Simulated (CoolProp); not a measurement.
Vapour-liquid equilibrium of R125 (1) + isobutane (2) at 225.7 K; x and y are mole fractions of (1).

Computed with CoolProp (multi-fluid Helmholtz-energy mixture model, Lemmon 2005 and Bücker 2006; pair parameters Bell 2016).

Task: Give the bubble pressure and the first vapour's composition at x = 0.05, 0.65, 0.8. Is there an azeotrope?

Result: x = 0.05: 0.04116 MPa, y = 0.546; x = 0.65: 0.1044 MPa, y = 0.859; x = 0.8: 0.1058 MPa, y = 0.872. y crosses x between x = 0.8 and 0.95: the model has an azeotrope there.

Pair parameters are fitted to limited data, so mixtures are less certain than the pure fluids. With so large a gap from Raoult's law the liquid may split in two, which this calculation doesn't test in full.
